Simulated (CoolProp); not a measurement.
Saturation properties of R141b.

Values from CoolProp's reference Helmholtz-energy equation of state, Lemmon 2006. It is a short technical equation, of lower accuracy than the large ones.

```json
[
 {"T (K)": "226", "p (bar)": "0.01897", "vapour Z": "0.9975", "liquid conductivity (mW/(m K))": "112"},
 {"T (K)": "242.9", "p (bar)": "0.05754", "vapour Z": "0.9945", "liquid conductivity (mW/(m K))": "107"},
 {"T (K)": "259.9", "p (bar)": "0.1480", "vapour Z": "0.9895", "liquid conductivity (mW/(m K))": "102"},
 {"T (K)": "276.9", "p (bar)": "0.3325", "vapour Z": "0.9817", "liquid conductivity (mW/(m K))": "96.9"},
 {"T (K)": "293.8", "p (bar)": "0.6667", "vapour Z": "0.9706", "liquid conductivity (mW/(m K))": "92.1"},
 {"T (K)": "310.8", "p (bar)": "1.229", "vapour Z": "0.9556", "liquid conductivity (mW/(m K))": "87.4"},
 {"T (K)": "327.8", "p (bar)": "2.105", "vapour Z": "0.9363", "liquid conductivity (mW/(m K))": "82.8"},
 {"T (K)": "344.7", "p (bar)": "3.388", "vapour Z": "0.9124", "liquid conductivity (mW/(m K))": "78.4"},
 {"T (K)": "361.7", "p (bar)": "5.200", "vapour Z": "0.8831", "liquid conductivity (mW/(m K))": "74.2"},
 {"T (K)": "378.7", "p (bar)": "7.651", "vapour Z": "0.8482", "liquid conductivity (mW/(m K))": "70.2"}
]
```

It boils at 305.2 K under 1 atm.

Thermal conductivity comes from a separate model (Huber 2003), an estimate that may be off by 10 % or more.
